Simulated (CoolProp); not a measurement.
Vapour-liquid equilibrium of R22 (1) + R123 (2) at 329.9 K; x and y are mole fractions of (1).

Computed with CoolProp (multi-fluid Helmholtz-energy mixture model, Kamei 1995 and Younglove 1994; pair parameters Bell 2016).

```
x      bubble pressure, mixture model (bar)  bubble pressure, Raoult's law (bar)  y, mixture model  y, Raoult's law
-----  ------------------------------------  -----------------------------------  ----------------  ---------------
0.05                                  3.388                                3.602             0.251            0.314
0.125                                 4.641                                5.103             0.478            0.554
0.2                                   5.964                                6.604             0.615            0.685
0.275                                 7.340                                8.104             0.705            0.767
0.35                                  8.753                                9.605             0.769            0.824
0.425                                 10.19                                11.11             0.817            0.865
0.5                                   11.66                                12.61             0.853            0.897
0.575                                 13.14                                14.11             0.883            0.922
0.65                                  14.65                                15.61             0.908            0.942
0.725                                 16.20                                17.11             0.930            0.958
0.8                                   17.81                                18.61             0.950            0.972
0.875                                 19.50                                20.11             0.969            0.984
0.95                                  21.31                                21.61             0.987            0.994
```

The largest gap from Raoult's law is -9.7 % in bubble pressure, at x = 0.2. No azeotrope shows between x = 0.05 and 0.95.

Pair parameters are fitted to limited data, so mixtures are less certain than the pure fluids.
